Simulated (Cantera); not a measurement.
Charge: 1 mol TEOS, 3.7 mol NO, 0.22 mol H2, at 700 K and 0.320 bar.

These are equilibrium values from Cantera (NASA tables, ideal gas, pure condensed phases), not measurements of a reactor. Candidate condensed phases: C, C6H6, C7H8, C8H18, H2O, Si, SiC, SiO2, Si2N2O, Si3N4; 151 gas species. The feed counts by its element totals alone. Kinetics and transport are ignored.

Base state: H2O 0.302, H2 0.254, CH4 0.175, N2 0.164, CO2 0.0973, CO 0.00868, NH3 0.000155 (mole fractions); condensed: C(graphite) + SiO2(α-quartz).

### Question
What changes in the equilibrium state with this change: NO from 3.7 to 0.55 mol?

### Answer
```csv
species,before,after
H2,0.254,0.350
CH4,0.175,0.334
H2O,0.302,0.243
N2,0.164,0.0339
CO2,0.0973,0.0332
CO,0.00868,0.00507
NH3,0.000155,0.000114
"C(graphite), mol",4.83,4.99
"SiO2(α-quartz), mol",1.00,1.00
```

### Question
What changes in the equilibrium state with this change: pressure from 0.320 bar to 0.133 bar?

### Answer
| species | before | after |
|---|---|---|
| H2 | 0.254 | 0.337 |
| H2O | 0.302 | 0.264 |
| N2 | 0.164 | 0.155 |
| CH4 | 0.175 | 0.129 |
| CO | 0.00868 | 0.0137 |
| CO2 | 0.0973 | 0.101 |
| NH3 | 0.000155 | 9.64e-5 |
| C(graphite), mol | 4.83 | 5.10 |
| SiO2(α-quartz), mol | 1.00 | 1.00 |
